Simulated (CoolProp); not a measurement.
The numbers come from the reference Helmholtz-energy equation of state, Lemmon 2006 in CoolProp. It is a short technical equation, of lower accuracy than the large ones.

### Question
For CH3F (R41), give the phase and the Joule-Thomson coefficient (K/MPa) at 220.8 K and 361 kPa; 313.6 K and 361 kPa; 387.9 K and 361 kPa.

### Answer
- 220.8 K and 361 kPa: liquid; Joule-Thomson coefficient -0.209
- 313.6 K and 361 kPa: gas; Joule-Thomson coefficient 15.5
- 387.9 K and 361 kPa: gas; Joule-Thomson coefficient 8.58
